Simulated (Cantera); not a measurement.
An adiabatic, constant-volume homogeneous reactor starts with CH₄ : C₂H₆ : C₃H₈ : O₂ : N₂ = 1 : 0.033 : 0.064 : 4.51 : 17 (molar parts), at 1025 K and 0.390 bar. Integrator tolerance rtol = 1e-08.

Cantera simulation using GRI-Mech 3.0 (53 species, 325 reactions); the numbers are that mechanism's predictions, not measurements.

```json
[
 {"quantity": "temperature at 0.200 s", "before": "1027 K", "after": "2384 K"},
 {"quantity": "equilibrium temperature", "before": "2351 K", "after": "2379 K"},
 {"quantity": "x(CH₄) at 0.200 s", "before": "0.0440 (gas-phase equilibrium <1e-12)", "after": "<1e-12 (gas-phase equilibrium <1e-12)"},
 {"quantity": "x(C₂H₆) at 0.200 s", "before": "0.00145 (gas-phase equilibrium <1e-12)", "after": "<1e-12 (gas-phase equilibrium <1e-12)"},
 {"quantity": "x(C₃H₈) at 0.200 s", "before": "0.00273 (gas-phase equilibrium <1e-12)", "after": "<1e-12 (gas-phase equilibrium <1e-12)"},
 {"quantity": "x(CO₂) at 0.200 s", "before": "8.66e-8 (gas-phase equilibrium 0.0522)", "after": "0.0515 (gas-phase equilibrium 0.0515)"},
 {"quantity": "x(H) at 0.200 s", "before": "5.81e-9 (gas-phase equilibrium 0.000418)", "after": "0.000547 (gas-phase equilibrium 0.000528)"},
 {"quantity": "time of steepest temperature rise", "before": "not reached", "after": "0.151 s"}
]
```

Question: Name the change that produced these shifts.
A. initial temperature 1025 to 1075 K
B. initial temperature 1025 to 1498 K
C. pressure from 0.390 bar to 4.50 bar
D. initial temperature 1025 to 1625 K

Answer: A, initial temperature 1025 to 1075 K
